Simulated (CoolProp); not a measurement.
Vapour pressure (bar) of ethanol: the reference equation beside estimates from Tc = 514.7 K, pc = 62.68 bar, ω = 0.644. Clausius-Clapeyron is anchored at 260.4 K with a constant enthalpy of vaporisation of 44.12 kJ/mol.

The numbers come from the reference Helmholtz-energy equation of state, Schroeder 2014 in CoolProp.

```json
[
 {"T (K)": "249.5", "reference": "0.002538", "Clausius-Clapeyron": "0.002552", "van der Waals": "1.408", "Peng-Robinson": "0.002245"},
 {"T (K)": "260.4", "reference": "0.006215", "Clausius-Clapeyron": "0.006215", "van der Waals": "1.885", "Peng-Robinson": "0.005773"},
 {"T (K)": "271.3", "reference": "0.01405", "Clausius-Clapeyron": "0.01409", "van der Waals": "2.469", "Peng-Robinson": "0.01355"},
 {"T (K)": "282.2", "reference": "0.02960", "Clausius-Clapeyron": "0.03000", "van der Waals": "3.170", "Peng-Robinson": "0.02937"},
 {"T (K)": "293.1", "reference": "0.05858", "Clausius-Clapeyron": "0.06037", "van der Waals": "4.000", "Peng-Robinson": "0.05934"},
 {"T (K)": "304", "reference": "0.1097", "Clausius-Clapeyron": "0.1155", "van der Waals": "4.969", "Peng-Robinson": "0.1127"},
 {"T (K)": "314.8", "reference": "0.1946", "Clausius-Clapeyron": "0.2103", "van der Waals": "6.076", "Peng-Robinson": "0.2016"},
 {"T (K)": "325.7", "reference": "0.3320", "Clausius-Clapeyron": "0.3696", "van der Waals": "7.353", "Peng-Robinson": "0.3455"},
 {"T (K)": "336.6", "reference": "0.5443", "Clausius-Clapeyron": "0.6265", "van der Waals": "8.798", "Peng-Robinson": "0.5670"}
]
```

Absolute difference from the reference over all 9 rows, mean and median: Clausius-Clapeyron 5.0 and 3.1 %, van der Waals 14611.2 and 6728.3 %, Peng-Robinson 4.3 and 3.6 %.
